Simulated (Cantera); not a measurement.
Charge: 1 mol Zr, 8.6 mol O2, 21 mol H2, equilibrated at 0.133 bar.

Cantera equilibrium calculation (NASA polynomials, part measured and part estimated; ideal gas, pure solids and liquids). Candidate condensed phases: H2O, Zr, ZrO2; 12 gas species. Rates play no part.

log p: log10 of the partial pressure in bar; n: condensed amount in mol.

| T (K) | log p H2O | log p H2 | log p H | log p OH | log p O | log p O2 | log p ZrO2 | n ZrO2(tetragonal) | n ZrO2(s) |
|---|---|---|---|---|---|---|---|---|---|
| 2075 | -1.02 | -1.44 | -3.29 | -3.82 | -5.82 | -5.77 | ? | 1.00 | 0 |
| 2175 | -1.02 | -1.44 | -3.03 | -3.48 | -5.23 | -5.18 | ? | 1.00 | 0 |
| 2275 | -1.02 | -1.44 | -2.79 | -3.18 | -4.69 | -4.65 | ? | 1.000 | 0 |
| 2375 | -1.03 | -1.45 | -2.57 | -2.91 | -4.20 | -4.17 | ? | 1.000 | 0 |
| 2475 | -1.04 | -1.45 | -2.37 | -2.66 | -3.76 | -3.73 | ? | 1.000 | 0 |
| 2575 | -1.06 | -1.45 | -2.19 | -2.44 | -3.36 | -3.35 | ? | 1.000 | 0 |
| 2675 | -1.09 | -1.46 | -2.01 | -2.25 | -3.00 | -3.03 | ? | 0 | 0.999 |
| 2775 | -1.14 | -1.45 | -1.85 | -2.10 | -2.70 | -2.78 | ? | 0 | 0.998 |

Task: Complete the blanks.

Result: 
- 2075, log p ZrO2: -9.75
- 2175, log p ZrO2: -8.85
- 2275, log p ZrO2: -8.04
- 2375, log p ZrO2: -7.30
- 2475, log p ZrO2: -6.62
- 2575, log p ZrO2: -5.99
- 2675, log p ZrO2: -5.41
- 2775, log p ZrO2: -4.87
